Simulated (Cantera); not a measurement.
An isothermal, constant-pressure homogeneous reactor starts with 2.67 % CH4, 95.3 % H2, 2.00 % CO2, at 2125 K and 13300 Pa.

Detailed kinetics in Cantera: GRI-Mech 3.0 (53 species, 325 reactions).

x: mole fraction; the columns are a selection and need not sum to one.

```tsv
t (s)	x CH4	x H2	x CO2	x C2H	x CO
0.000800	0.0192	0.938	0.00810	…	0.0119
0.00200	0.0111	0.934	0.000805	…	0.0193
0.00500	0.00480	0.937	8.05e-5	…	0.0205
0.0125	0.00196	0.939	7.78e-5	2.84e-6	0.0217
0.0313	0.00117	0.941	7.34e-5	2.69e-6	0.0242
0.0783	0.000858	0.943	6.03e-5	…	0.0283
0.196	0.000531	0.946	3.65e-5	…	0.0330
0.490	0.000268	0.948	1.31e-5	…	0.0364
1.23	0.000107	0.949	1.77e-6	9.20e-7	0.0379
3.06	5.34e-5	0.949	2.20e-8	8.99e-7	0.0381
7.67	5.22e-5	0.949	1.98e-9	8.98e-7	0.0381
19.2	5.22e-5	0.949	1.98e-9	8.98e-7	0.0381
48.0	5.22e-5	0.949	1.98e-9	8.98e-7	0.0381
120	5.22e-5	0.949	1.98e-9	8.98e-7	0.0381
300	5.22e-5	0.949	1.98e-9	8.98e-7	0.0381
```

What belongs in the gaps?


- 0.000800, x C2H: 4.21e-7
- 0.00200, x C2H: 1.47e-6
- 0.00500, x C2H: 2.42e-6
- 0.0783, x C2H: 2.17e-6
- 0.196, x C2H: 1.56e-6
- 0.490, x C2H: 1.10e-6
